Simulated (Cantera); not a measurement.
A closed system holds: 1 mol Zr, 1.9 mol N2O, held at 0.00398 Torr.

Equilibrium computed with Cantera from the NASA thermochemical tables; the gas is ideal and each condensed phase is pure. Candidate condensed phases: Zr, ZrN, ZrO2; 13 gas species. Mutual solubility and eutectic melting of coexisting phases are not modelled. ZrN: taken at fixed stoichiometry. Condensed phases not in the tables: solid solutions among these carbides, nitrides and lower oxides. Kinetics and transport are ignored.

log p: log10 of the partial pressure in bar; n: condensed amount in mol.

```tsv
T (K)	log p N2	log p ZrO	log p ZrO2	log p N	n ZrN(s)	n ZrO2(monoclinic)	n ZrO2(tetragonal)
1250	-5.28	<-17	<-17	<-17	0.0500	0.950	0
1300	-5.28	<-17	<-17	<-17	0.0500	0.950	0
1350	-5.28	<-17	<-17	<-17	0.0500	0.950	0
1400	-5.28	-17.28	<-17	-17.04	0.0500	0.950	0
1450	-5.28	-16.24	<-17	-16.43	0.0500	0.950	0
1500	-5.28	-15.28	(withheld)	-15.85	0.0500	0	0.950
1550	-5.28	-14.38	(withheld)	-15.32	0.0500	0	0.950
1600	-5.28	-13.54	(withheld)	-14.81	0.0500	0	0.950
1650	-5.28	-12.75	(withheld)	-14.34	0.0500	0	0.950
1700	-5.28	-12.01	(withheld)	-13.89	0.0500	0	0.950
1750	-5.28	-11.31	(withheld)	-13.47	0.0500	0	0.950
```

Task: Some entries are withheld; supply them.

Result: 
- 1500, log p ZrO2: -17.26
- 1550, log p ZrO2: -16.38
- 1600, log p ZrO2: -15.56
- 1650, log p ZrO2: -14.79
- 1700, log p ZrO2: -14.06
- 1750, log p ZrO2: -13.38
